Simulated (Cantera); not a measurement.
An adiabatic, constant-pressure homogeneous reactor starts with H₂ : O₂ : N₂ = 1 : 1.16 : 4.37 (molar parts), equivalence ratio 0.43, at 1523 K and 1.00 atm. Integrator tolerance rtol = 1e-08.

Cantera simulation using GRI-Mech 3.0 (53 species, 325 reactions); the numbers are that mechanism's predictions, not measurements.

**Question.** What does this change do: 0.17 parts CO2 added?

**Answer.** 
```
quantity                                                            before                                    after
---------------------------------  ---------------------------------------  ---------------------------------------
time of steepest temperature rise                                  13.6 µs                                  14.0 µs
temperature at 0.300 s                                              2458 K                                   2421 K
equilibrium temperature                                             2458 K                                   2421 K
x(H₂) at 0.300 s                   0.00240 (gas-phase equilibrium 0.00240)  0.00196 (gas-phase equilibrium 0.00196)
x(O₂) at 0.300 s                     0.0981 (gas-phase equilibrium 0.0981)    0.0971 (gas-phase equilibrium 0.0971)
x(H₂O) at 0.300 s                      0.155 (gas-phase equilibrium 0.155)      0.152 (gas-phase equilibrium 0.152)
x(N₂O) at 0.300 s                  7.39e-7 (gas-phase equilibrium 7.39e-7)  6.69e-7 (gas-phase equilibrium 6.69e-7)
x(O) at 0.300 s                    0.00368 (gas-phase equilibrium 0.00368)  0.00302 (gas-phase equilibrium 0.00302)
x(NO) at 0.300 s                     0.0139 (gas-phase equilibrium 0.0139)    0.0128 (gas-phase equilibrium 0.0128)
```

**Question.** What does this change do: initial temperature 1523 to 1725 K?

**Answer.** 
| quantity | before | after |
|---|---|---|
| time of steepest temperature rise | 13.6 µs | 8.00 µs |
| temperature at 0.300 s | 2458 K | 2580 K |
| equilibrium temperature | 2458 K | 2580 K |
| x(H₂) at 0.300 s | 0.00240 (gas-phase equilibrium 0.00240) | 0.00420 (gas-phase equilibrium 0.00420) |
| x(O₂) at 0.300 s | 0.0981 (gas-phase equilibrium 0.0981) | 0.0946 (gas-phase equilibrium 0.0946) |
| x(H₂O) at 0.300 s | 0.155 (gas-phase equilibrium 0.155) | 0.149 (gas-phase equilibrium 0.149) |
| x(N₂O) at 0.300 s | 7.39e-7 (gas-phase equilibrium 7.39e-7) | 8.92e-7 (gas-phase equilibrium 8.92e-7) |
| x(O) at 0.300 s | 0.00368 (gas-phase equilibrium 0.00368) | 0.00652 (gas-phase equilibrium 0.00652) |
| x(NO) at 0.300 s | 0.0139 (gas-phase equilibrium 0.0139) | 0.0168 (gas-phase equilibrium 0.0168) |
